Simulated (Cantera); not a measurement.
Charge: 1 mol (CH3)2SiCl2, 0.81 mol C2H4, 8.3 mol H2, equilibrated at 1950 K and 0.133 bar.

Method: chemical equilibrium by Gibbs-energy minimisation in Cantera with the NASA 1993 tables (ideal gas, pure condensed phases). Candidate condensed phases: C, C6H6, C7H8, C8H18, Si, SiC; 109 gas species. The feed counts by its element totals alone. The tables' values for SiCl3, SiCl are old estimates; treat these amounts as uncertain. Kinetics and transport are ignored.

Base state: H2 0.856, HCl 0.138, H 0.00290, SiCl2 0.00256, C2H2 (acetylene) 0.000468, Cl 0.000351, CH4 4.75e-5, SiCl3 3.83e-5 (mole fractions); condensed: C(graphite) + SiC(s).

Task: What changes in the equilibrium state with this change: H2 from 8.3 to 54 mol?

Result: 
```csv
species,before,after
H2,0.856,0.963
HCl,0.138,0.0331
H,0.00290,0.00308
SiCl2,0.00256,0.000132
SiCl3,3.83e-5,4.47e-7
SiCl,1.68e-5,3.80e-6
Cl,0.000351,7.95e-5
CH4,4.75e-5,6.01e-5
"C(graphite), mol",2.64,2.56
"SiC(s), mol",0.963,0.991
```
